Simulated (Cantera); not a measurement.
Feed: 1 mol Al(CH3)3, 4.6 mol N2, at 850 °C and 10000 Pa.

These are equilibrium values from Cantera (NASA tables, ideal gas, pure condensed phases), not measurements of a reactor. Candidate condensed phases: Al, AlN, C, C6H6, C7H8, C8H18; 97 gas species. The feed counts by its element totals alone. The numbers say what is thermodynamically allowed, not how fast it happens.

Base state: H2 0.522, N2 0.477, CH4 0.000800, HCN 1.49e-5 (mole fractions); condensed: AlN(s) + C(graphite).

Problem. What changes in the equilibrium state with this change: temperature from 850 °C to 1675 °C?

Solution. 
| species | before | after |
|---|---|---|
| H2 | 0.522 | 0.518 |
| N2 | 0.477 | 0.473 |
| HCN | 1.49e-5 | 0.00591 |
| Al | <1e-9 | 0.000343 |
| H | 9.73e-8 | 0.00257 |
| AlH | <1e-9 | 2.45e-5 |
| C2H2 (acetylene) | 1.15e-8 | 0.000279 |
| HNC | 4.91e-8 | 0.000305 |
| CH4 | 0.000800 | 1.31e-5 |
| AlN(s), mol | 1.00 | 0.997 |
| C(graphite), mol | 2.99 | 2.94 |
